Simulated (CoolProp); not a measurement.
CH2F2 (R32) along the isotherm 161.85 °C: density (kg/m³) from the reference equation and from simpler models built on Tc = 78.1 °C, pc = 5783 kPa, ω = 0.277; each cubic takes its own stable root.

The numbers come from the reference Helmholtz-energy equation of state, Tillner-Roth 1997 in CoolProp.

```
p (kPa)  phase  reference  ideal gas  Soave-Redlich-Kwong  Peng-Robinson
-------  -----  ---------  ---------  -------------------  -------------
263        gas      3.814      3.783                3.810          3.815
526        gas      7.691      7.566                7.674          7.695
789        gas      11.63      11.35                11.59          11.64
1050       gas      15.61        [?]                15.54          15.63
1310       gas      19.64      18.84                19.53          19.67
1580       gas      23.90        [?]                23.74          23.93
1840       gas        [?]      26.47                27.85          28.12
2100       gas      32.32        [?]                32.02          32.37
2370       gas      36.82      34.09                  [?]          36.88
2630       gas      41.22      37.83                40.72            [?]
2890       gas        [?]        [?]                45.09          45.78
```

**Question.** What belongs in the gaps?

**Answer.** 
- 1050, ideal gas: 15.10
- 1580, ideal gas: 22.73
- 1840, reference: 28.07
- 2100, ideal gas: 30.21
- 2370, Soave-Redlich-Kwong: 36.42
- 2630, Peng-Robinson: 41.29
- 2890, reference: 45.71
- 2890, ideal gas: 41.57
